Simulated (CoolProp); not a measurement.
Vapour-liquid equilibrium of toluene (1) + m-xylene (2) at 0.358 MPa; x and y are mole fractions of (1).

Values from CoolProp's multi-fluid Helmholtz-energy mixture model, Lemmon 2006 and Zhou 2012; pair parameters Bell 2016.

| x | bubble temperature, mixture model (K) | bubble temperature, Raoult's law (K) | y, mixture model | y, Raoult's law |
|---|---|---|---|---|
| 0.05 | 464.3 | 464.3 | 0.086 | 0.089 |
| 0.2 | 458.1 | 458.5 | 0.314 | 0.320 |
| 0.35 | 452.5 | 453.2 | 0.499 | 0.507 |
| 0.5 | 447.5 | 448.4 | 0.648 | 0.658 |
| 0.65 | 443.2 | 444.0 | 0.770 | 0.783 |
| 0.8 | 439.4 | 440.0 | 0.874 | 0.887 |
| 0.95 | 436.1 | 436.3 | 0.969 | 0.974 |

The largest gap from Raoult's law is -0.9 K in bubble temperature, at x = 0.5. No azeotrope shows between x = 0.05 and 0.95.

Pair parameters are fitted to limited data, so mixtures are less certain than the pure fluids.
